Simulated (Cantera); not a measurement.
A perfectly stirred reactor is fed with 0.112 % CO, 5.90 % O₂, 0.374 % H₂O, 93.6 % N₂, equivalence ratio 0.0095, at 203 Torr; it is held at 1475 K, and followed from long to short residence time.

Computed with Cantera and GRI-Mech 3.0 (53 species, 325 reactions).

Q: Predict: x(CO) at τ = 0.950 s; x(O₂) at τ = 0.950 s; x(H₂O) at τ = 0.950 s; x(H₂) at τ = 0.950 s; x(CO₂) at τ = 0.950 s; x(CO) at τ = 61.0 ms; x(O₂) at τ = 61.0 ms; x(H₂O) at τ = 61.0 ms; x(H₂) at τ = 61.0 ms; x(CO₂) at τ = 61.0 ms.

A: 
```json
{
 "x(CO) at τ = 0.950 s": "2.47e-5",
 "x(O₂) at τ = 0.950 s": "0.0584",
 "x(H₂O) at τ = 0.950 s": "0.00371",
 "x(H₂) at τ = 0.950 s": "1.02e-6",
 "x(CO₂) at τ = 0.950 s": "0.00110",
 "x(CO) at τ = 61.0 ms": "0.000156",
 "x(O₂) at τ = 61.0 ms": "0.0584",
 "x(H₂O) at τ = 61.0 ms": "0.00367",
 "x(H₂) at τ = 61.0 ms": "4.82e-6",
 "x(CO₂) at τ = 61.0 ms": "0.000968"
}
```
